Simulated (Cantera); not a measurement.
A jet of H2 : O2 : N2 = 0.036 : 0.13 : 0.79 (molar parts), equivalence ratio 0.14 at 300 K and 18.0 Torr hits a platinum plate 4.9 cm away at a mass flux of 0.051 kg/m²/s; the plate temperature is set and raised in steps from an oxygen-covered start.

Model: Deutschmann's 1995 Pt surface mechanism with GRI-Mech 3.0 gas chemistry, integrated in Cantera. Catalytic surfaces can have several steady states; this one follows from the mechanism file's or the stated starting coverage.

x: mole fraction at the wall; θ: surface coverage.

| plate T (K) | wall x H2 | wall x O2 | wall x H2O | wall x OH | θ free Pt | θ O* | θ OH* |
|---|---|---|---|---|---|---|---|
| 600 | 0.00642 | 0.103 | 0.0606 | <1e-8 | 0.103 | 0.892 | 0.00508 |
| 650 | 0.00640 | 0.103 | 0.0602 | <1e-8 | 0.108 | 0.889 | 0.00340 |
| 700 | 0.00628 | 0.103 | 0.0600 | <1e-8 | 0.115 | 0.883 | ___ |
| 750 | 0.00579 | 0.102 | 0.0606 | <1e-8 | 0.132 | 0.866 | 0.00187 |
| 800 | 0.00486 | 0.101 | 0.0620 | <1e-8 | 0.167 | 0.831 | 0.00156 |
| 850 | ___ | 0.101 | 0.0635 | ___ | ___ | 0.778 | ___ |
| 900 | 0.00320 | 0.0999 | 0.0646 | 8.29e-8 | 0.285 | 0.714 | 0.00119 |
| 950 | 0.00269 | 0.0994 | 0.0653 | 2.33e-7 | 0.355 | 0.644 | 0.00104 |

Question: Complete the blanks.

Answer: 
- 700, θ OH*: 0.00242
- 850, wall x H2: 0.00391
- 850, wall x OH: 2.60e-8
- 850, θ free Pt: 0.221
- 850, θ OH*: 0.00136
